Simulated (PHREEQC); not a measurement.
Nickel, zinc or cadmium bath

Make-up at 25 °C: 0.13 mol/kgw ZnCl2, 0.054 mol/kgw Na2SO4 and 0.00011 mol/kgw FeSO4. Closed to the air; pH follows from the charge balance.

Model: ion-association model, wateq4f.dat, run in PHREEQC.

Each row changes one thing in this solution. This is a speciation only: nothing precipitates in the calculation.

| case | pH | ionic strength (mol/kgw) | Zn+2 (mol/kgw) | ZnSO4 (mol/kgw) | SO4-2 (mol/kgw) | ZnCl+ (mol/kgw) | SI of Goslarite (ZnSO4:7H2O) | SI of Zincite(c) (ZnO) |
|---|---|---|---|---|---|---|---|---|
| as made | 5.07 | 0.405 | 0.0865 | 0.0233 | 0.0213 | 0.0147 | -2.03 | -2.64 |
| FeSO4 left out | 5.07 | 0.405 | 0.0865 | 0.0233 | 0.0212 | 0.0147 | -2.03 | -2.64 |
| Na2SO4 from 0.054 to 0.27 mol/kgw | 5.43 | 0.794 | 0.0509 | 0.0444 | 0.120 | 0.00746 | -1.74 | -2.25 |
| FeSO4 from 0.00011 to 0.00055 mol/kgw | 5.07 | 0.406 | 0.0863 | 0.0234 | 0.0214 | 0.0147 | -2.03 | -2.64 |
| FeSO4 replaced by Al2(SO4)3 at the same molality | 4.82 | 0.405 | 0.0864 | 0.0233 | 0.0213 | 0.0147 | -2.03 | -3.14 |

The ionic strength passes 0.7 mol/kgw, the rough limit of the ion-association models, in Na2SO4 from 0.054 to 0.27 mol/kgw. Complexes and solids missing from the database can't appear. Some of these states are supersaturated (in Basaluminite, Gibbsite (slow to form), for instance).
